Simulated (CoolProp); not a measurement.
A Linde-Hampson liquefier for ethylene: isothermal reversible compression at 320 K from 1 atm to 10 MPa, throttling to 1 atm, return gas leaving the recuperator 10 K below the feed. Each further row changes one setting.

Computed with CoolProp (reference Helmholtz-energy equation of state, Smukala 2000).

```tsv
case	liquid yield per pass	compression work (kJ/kg of gas)
as stated	…	386
high pressure 20 MPa	…	…
warm-end temperature 350 K	…	440
warm-end gap 15 K	0.296	386
```

### Question
Some entries are withheld; supply them.

### Answer

- as stated, liquid yield per pass: 0.304
- high pressure 20 MPa, liquid yield per pass: 0.403
- high pressure 20 MPa, compression work (kJ/kg of gas): 418
- warm-end temperature 350 K, liquid yield per pass: 0.182
